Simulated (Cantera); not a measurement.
Cantera with NASA thermochemical tables; ideal gases at 1 bar, condensed phases pure. Values are per mole of reaction as written; species without (g) are pure solids or liquids, kept so even where they would boil at 1 bar.

Question: Between 2100 and 2850 K, where is each reaction favourable under standard conditions?
- O3(g) ⇌ 3 O(g)

Answer: 
- O3(g) ⇌ 3 O(g): ΔG° is 61 kJ at 2100 K and -136 kJ at 2850 K; it changes sign between 2325 and 2400 K. ΔH° is 604 kJ and ΔS° 260 J/K at 2850 K.
